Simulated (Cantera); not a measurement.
What does this Cantera script print?

```python
import numpy as np
import cantera as ct

gas_names = [...]  # 47 gases of nasa_gas.yaml made of Cl, H, N, O, Si
cond_names = """
    H2O(s) H2O(L) NH4CL(a) NH4CL(b) Si(cr) Si(L) SiO2(Lqz) SiO2(hqz) SiO2(L) Si2N2O(s) Si3N4(a)
""".split()


# ... load() reads the species with a 1 bar reference pressure and builds the phases ...
atoms = {
    'SiH2Cl2': {'Si': 1, 'H': 2, 'CL': 2},
    'NO': {'N': 1, 'O': 1},
    'N2': {'N': 2},
}
top_T = {'Si2N2O(s)': 2100, 'Si3N4(a)': 2400}  # K; cautious upper limits of use, not melting points


# ... equilibrate(T, P, feed) seeds the gas with the atoms and calls Mixture.equilibrate('TP', solver="vcs", rtol=1e-11, max_steps=5000) ...
results = []
T = 773.15  # K
P = 1000  # Pa
for m in [15, 37, 58, 79, 100, 120, 140, 160, 190]:
    feed = {'SiH2Cl2': 1, 'NO': 0.11, 'N2': m}  # mol
    mix = equilibrate(T, P, feed)
    results.append((T, P, feed, dict(zip(mix.species_names, mix.species_moles))))

top = {s: max(r[3][s] / sum(r[3][g] for g in gas_names) for r in results) for s in gas_names}
cols = sorted((s for s in top if top[s] > 0.0001), key=lambda s: -top[s])[:5]
seen = [c for c in cond_names if any(r[3].get(c, 0) > 1e-12 for r in results)]
print("log10 of partial pressures in bar; condensed amounts in mol")
print(f"{'n(N2)':>10s}" + "".join(f"{s[:9]:>10s}" for s in cols + seen))
for T, P, feed, n in results:
    ng = sum(n[g] for g in gas_names)
    print(f"{feed['N2']:10.4g}" + "".join(f"{np.log10(max(n[s] / ng * P / 1e5, 1e-99)):10.3f}" for s in cols)
          + "".join(f"{n.get(c, 0):10.4g}" for c in seen))
```

Output:

```
log10 of partial pressures in bar; condensed amounts in mol
     n(N2)        N2       HCL        H2     SiCL4 Si2N2O(s)  Si3N4(a)
        15    -2.051    -3.132    -3.616    -3.917      0.11     0.194
        37    -2.021    -3.460    -4.060    -4.361      0.11    0.2043
        58    -2.014    -3.630    -4.290    -4.591      0.11    0.2092
        79    -2.010    -3.750    -4.450    -4.751      0.11    0.2125
       100    -2.008    -3.842    -4.573    -4.874      0.11    0.2149
       120    -2.007    -3.914    -4.669    -4.970      0.11    0.2167
       140    -2.006    -3.975    -4.751    -5.052      0.11    0.2182
       160    -2.005    -4.028    -4.822    -5.123      0.11    0.2194
       190    -2.004    -4.096    -4.913    -5.214      0.11     0.221
```

Cantera equilibrium calculation (NASA polynomials, part measured and part estimated; ideal gas, pure solids and liquids).
